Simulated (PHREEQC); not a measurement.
Make-up at 81 °C: 0.026 mol KBr, 3e-05 mol Mn(NO3)2 and 0.00093 mol CaSO4 per kg of water. Closed to the air; pH follows from the charge balance.

Equilibrium calculation in PHREEQC: ion-association model, phreeqc.dat.

This is a speciation only: nothing precipitates in the calculation.

Q: What pH, specific conductance does the model give?

A: pH 6.29; specific conductance 9150 µS/cm.

Q: In which forms is S present?

A: SO4-2 79 %, KSO4- 16 %, CaSO4 4.4 % of the S.

Constants without temperature data keep their 25 °C values here.
